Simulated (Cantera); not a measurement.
Feed: 1 mol BN, 0.63 mol H2O, at 0.190 bar.

Cantera equilibrium calculation (NASA polynomials, part measured and part estimated; ideal gas, pure solids and liquids). Candidate condensed phases: B, BN, B2O3, B3O3H3, H2O; 39 gas species. Mutual solubility and eutectic melting of coexisting phases are not modelled. Kinetics and transport are ignored.

Task: At 1825 K, list the 6 most abundant gas species with their mole fractions, and the condensed phases.

Result: H2 0.680, N2 0.237, HBO 0.0274, B2O3 0.0254, HBO2 0.0233, B2O2 0.00400. Condensed: BN(s) + B2O3(l).
